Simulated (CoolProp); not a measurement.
Octamethylcyclotetrasiloxane (D4) along the isotherm 550.7 K: fugacity coefficient from the reference equation and from simpler models built on Tc = 586.5 K, pc = 1.347 MPa, ω = 0.598; each cubic takes its own stable root.

Values from CoolProp's reference Helmholtz-energy equation of state, Thol 2015.

| p (MPa) | phase | reference |
|---|---|---|
| 0.898 | liquid | 0.6509 |
| 1.8 | liquid | 0.3582 |
| 2.69 | liquid | 0.2631 |
| 3.59 | liquid | 0.2162 |
| 4.49 | liquid | 0.1893 |
| 5.39 | liquid | 0.1724 |
| 6.29 | liquid | 0.1613 |
| 7.19 | liquid | 0.1539 |
| 8.08 | liquid | 0.1491 |
| 8.98 | liquid | 0.1460 |
| 9.88 | liquid | 0.1444 |
| 10.8 | liquid | 0.1439 |
| 11.7 | liquid | 0.1443 |
| 12.6 | liquid | 0.1455 |
| 13.5 | liquid | 0.1474 |

**Question.** How far does each simpler model (van der Waals, Redlich-Kwong, Soave-Redlich-Kwong, Peng-Robinson) lie from the reference over these 15 states: mean and median of the absolute difference, and the worst?

**Answer.** 
- van der Waals: mean 74.1 %, median 74.5 %, worst +122.3 % at 550.7 K and 13.5 MPa
- Redlich-Kwong: mean 25.9 %, median 27.2 %, worst +32.4 % at 550.7 K and 13.5 MPa
- Soave-Redlich-Kwong: mean 9.4 %, median 10.1 %, worst +13.4 % at 550.7 K and 13.5 MPa
- Peng-Robinson: mean 1.5 %, median 0.9 %, worst -4.3 % at 550.7 K and 13.5 MPa

At some of these states van der Waals, Redlich-Kwong gives the other phase, because its saturation line lies elsewhere.
